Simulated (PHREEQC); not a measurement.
PHREEQC input (ion-association model, wateq4f.dat):

```
SOLUTION_MASTER_SPECIES
  An  An-  0  An  62.0  # stands for a non-complexing anion
SOLUTION_SPECIES
  An- = An-
    -log_k 0
    -gamma 3.0 0
PHASES
  Fix_H+
    H+ = H+
    -log_k 0
SOLUTION 1
  temp 25
  units mmol/kgw
  pH 7 charge
  Na 1
  An 1
END
SELECTED_OUTPUT 1
  -reset false
  -pH true
  -pe true
  -ionic_strength true
  -water true
  -totals Na
  -molalities Hfo_wOH Hfo_wOH2+ Hfo_wO- Hfo_sOH Hfo_sOH2+ Hfo_sO-
USER_PUNCH 1
  -headings sigma psi
  10 PUNCH EDL("sigma", "Hfo"), EDL("psi", "Hfo")
PRINT
  -reset false
USE solution 1
SURFACE 1
  Hfo_wOH 0.00137079 600 0.61
  Hfo_sOH 3.42697e-05
EQUILIBRIUM_PHASES 1
  Fix_H+ -3 HAn 10
    -force_equality true
  O2(g) -0.68 10
END
# ... the last block is repeated for the other 12 points of pH, with NaOH or the acid as the point needs
```

Selected output (columns that matter, 13 of 13 rows; pH added in front):

```
pH	mu	Na	m_Hfo_wOH	m_Hfo_wOH2+	m_Hfo_wO-	m_Hfo_sOH	m_Hfo_sOH2+	m_Hfo_sO-	sigma	psi
3	0.0025507	0.001	0.0003924	0.00097477	3.6188e-06	9.81e-06	2.4369e-05	9.0469e-08	0.26244	0.2304
3.5	0.0016791	0.001	0.00066108	0.00069532	1.4399e-05	1.6527e-05	1.7383e-05	3.5996e-07	0.18401	0.2229
4	0.0013394	0.001	0.00084503	0.00049255	3.3212e-05	2.1126e-05	1.2314e-05	8.303e-07	0.12413	0.20849
4.5	0.0011876	0.001	0.00095306	0.00035991	5.7817e-05	2.3827e-05	8.9977e-06	1.4454e-06	0.081636	0.19006
5	0.001109	0.001	0.0010096	0.00027684	8.4347e-05	2.524e-05	6.921e-06	2.1087e-06	0.052019	0.16871
5.5	0.0010639	0.001	0.0010357	0.00022676	0.00010836	2.5892e-05	5.669e-06	2.709e-06	0.031995	0.14491
6	0.0010371	0.001	0.0010463	0.00019742	0.00012704	2.6158e-05	4.9355e-06	3.1761e-06	0.019018	0.11916
6.5	0.001021	0.001	0.0010503	0.00018044	0.00014005	2.6257e-05	4.5111e-06	3.5012e-06	0.010916	0.091986
7	0.0010114	0.001	0.0010517	0.00017053	0.00014858	2.6292e-05	4.2632e-06	3.7145e-06	0.005931	0.063893
7.5	0.0010053	0.001	0.0010521	0.00016443	0.00015423	2.6303e-05	4.1108e-06	3.8556e-06	0.0027579	0.035262
8	0.0010009	0.001	0.0010523	0.00016012	0.00015841	2.6306e-05	4.003e-06	3.9603e-06	0.00046128	0.0063695
8.5	0.0010065	0.0010097	0.0010522	0.00015617	0.00016241	2.6305e-05	3.9042e-06	4.0603e-06	-0.0016878	-0.022567
9	0.0010187	0.001027	0.0010519	0.00015129	0.00016756	2.6298e-05	3.7823e-06	4.1889e-06	-0.0043955	-0.051337
```

The oxide is taken as insoluble; below pH 4 it would dissolve.
